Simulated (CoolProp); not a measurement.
Properties of R245ca along the isobar 51.5 bar.

Values from CoolProp's reference Helmholtz-energy equation of state, Zhou 2016.

```json
[
 {"T (°C)": "-35.65", "phase": "liquid", "cp (kJ/(kg K))": "1.315", "cv (kJ/(kg K))": "0.9460", "speed of sound (m/s)": "1014", "isothermal compressibility (1/MPa)": "0.0008791", "fugacity coefficient": "0.001073"},
 {"T (°C)": "-30.55", "phase": "liquid", "cp (kJ/(kg K))": "1.317", "cv (kJ/(kg K))": "0.9485", "speed of sound (m/s)": "992.1", "isothermal compressibility (1/MPa)": "0.0009236", "fugacity coefficient": "0.001500"},
 {"T (°C)": "-25.45", "phase": "liquid", "cp (kJ/(kg K))": "1.319", "cv (kJ/(kg K))": "0.9514", "speed of sound (m/s)": "970.6", "isothermal compressibility (1/MPa)": "0.0009710", "fugacity coefficient": "0.002060"},
 {"T (°C)": "-20.35", "phase": "liquid", "cp (kJ/(kg K))": "1.322", "cv (kJ/(kg K))": "0.9548", "speed of sound (m/s)": "949.2", "isothermal compressibility (1/MPa)": "0.001022", "fugacity coefficient": "0.002784"},
 {"T (°C)": "-15.15", "phase": "liquid", "cp (kJ/(kg K))": "1.326", "cv (kJ/(kg K))": "[?]", "speed of sound (m/s)": "927.6", "isothermal compressibility (1/MPa)": "0.001077", "fugacity coefficient": "0.003725"},
 {"T (°C)": "-10.05", "phase": "liquid", "cp (kJ/(kg K))": "1.330", "cv (kJ/(kg K))": "0.9626", "speed of sound (m/s)": "906.5", "isothermal compressibility (1/MPa)": "[?]", "fugacity coefficient": "0.004884"},
 {"T (°C)": "-4.95", "phase": "liquid", "cp (kJ/(kg K))": "1.334", "cv (kJ/(kg K))": "0.9670", "speed of sound (m/s)": "885.6", "isothermal compressibility (1/MPa)": "0.001197", "fugacity coefficient": "0.006320"},
 {"T (°C)": "0.15", "phase": "liquid", "cp (kJ/(kg K))": "1.339", "cv (kJ/(kg K))": "0.9716", "speed of sound (m/s)": "864.8", "isothermal compressibility (1/MPa)": "0.001264", "fugacity coefficient": "0.008075"},
 {"T (°C)": "5.25", "phase": "liquid", "cp (kJ/(kg K))": "1.344", "cv (kJ/(kg K))": "0.9765", "speed of sound (m/s)": "844.1", "isothermal compressibility (1/MPa)": "0.001336", "fugacity coefficient": "[?]"},
 {"T (°C)": "10.35", "phase": "liquid", "cp (kJ/(kg K))": "1.350", "cv (kJ/(kg K))": "0.9816", "speed of sound (m/s)": "823.6", "isothermal compressibility (1/MPa)": "0.001414", "fugacity coefficient": "0.01274"},
 {"T (°C)": "15.45", "phase": "liquid", "cp (kJ/(kg K))": "1.356", "cv (kJ/(kg K))": "[?]", "speed of sound (m/s)": "803.2", "isothermal compressibility (1/MPa)": "0.001498", "fugacity coefficient": "0.01574"},
 {"T (°C)": "20.55", "phase": "liquid", "cp (kJ/(kg K))": "1.362", "cv (kJ/(kg K))": "0.9924", "speed of sound (m/s)": "782.9", "isothermal compressibility (1/MPa)": "0.001588", "fugacity coefficient": "0.01927"},
 {"T (°C)": "25.65", "phase": "liquid", "cp (kJ/(kg K))": "1.369", "cv (kJ/(kg K))": "0.9980", "speed of sound (m/s)": "762.8", "isothermal compressibility (1/MPa)": "0.001686", "fugacity coefficient": "0.02337"},
 {"T (°C)": "30.75", "phase": "liquid", "cp (kJ/(kg K))": "1.376", "cv (kJ/(kg K))": "1.004", "speed of sound (m/s)": "742.9", "isothermal compressibility (1/MPa)": "0.001792", "fugacity coefficient": "0.02810"},
 {"T (°C)": "35.85", "phase": "liquid", "cp (kJ/(kg K))": "[?]", "cv (kJ/(kg K))": "1.010", "speed of sound (m/s)": "723.0", "isothermal compressibility (1/MPa)": "0.001908", "fugacity coefficient": "0.03352"},
 {"T (°C)": "40.95", "phase": "liquid", "cp (kJ/(kg K))": "[?]", "cv (kJ/(kg K))": "1.016", "speed of sound (m/s)": "703.3", "isothermal compressibility (1/MPa)": "0.002034", "fugacity coefficient": "0.03966"}
]
```

Problem. Fill in the missing entries.

Solution. 
- -15.15, cv (kJ/(kg K)): 0.9586
- -10.05, isothermal compressibility (1/MPa): 0.001135
- 5.25, fugacity coefficient: 0.01020
- 15.45, cv (kJ/(kg K)): 0.9869
- 35.85, cp (kJ/(kg K)): 1.383
- 40.95, cp (kJ/(kg K)): 1.391
